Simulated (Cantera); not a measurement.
Charge: 1 mol BaF2, 1.5 mol H2O, 3.1 mol N2, at 1402 °C.

These are equilibrium values from Cantera (NASA tables, ideal gas, pure condensed phases), not measurements of a reactor. Candidate condensed phases: Ba, BaF2, BaO, Ba(OH)2, H2O; 45 gas species. Mutual solubility and eutectic melting of coexisting phases are not modelled. Kinetics and transport are ignored.

Question: Which condensed phases are stable at each of these points (P (Pa)): 0.100, 1.60, 25, 400, 6300, 100000?

Answer: 
| P (Pa) | condensed phases | Ba condensed (%) |
|---|---|---|
| 0.100 | gas only | 0.0 |
| 1.60 | BaO(s) | 7.8 |
| 25 | BaO(s) | 10.8 |
| 400 | BaF2(l) + BaO(s) | 22.6 |
| 6300 | BaF2(l) + BaO(s) | 95.3 |
| 100000 | BaF2(l) + BaO(s) | 99.2 |

At 0.000750 Torr nothing is condensed. From 0.0120 Torr to 0.188 Torr the condensed part is BaO(s). From 3.00 Torr to 750 Torr the condensed part is BaF2(l) + BaO(s).
